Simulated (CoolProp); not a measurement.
Values from CoolProp's reference Helmholtz-energy equation of state, Gao 2020.

Problem. Give the vapour pressure (MPa), liquid density (kg/m³), vapour density (kg/m³), liquid cp (kJ/(kg K)) of saturated ammonia at -22.65 °C.

Solution. 
| T (°C) | p (MPa) | liquid density (kg/m³) | vapour density (kg/m³) | liquid cp (kJ/(kg K)) |
|---|---|---|---|---|
| -22.65 | 0.169 | 668 | 1.43 | 4.51 |
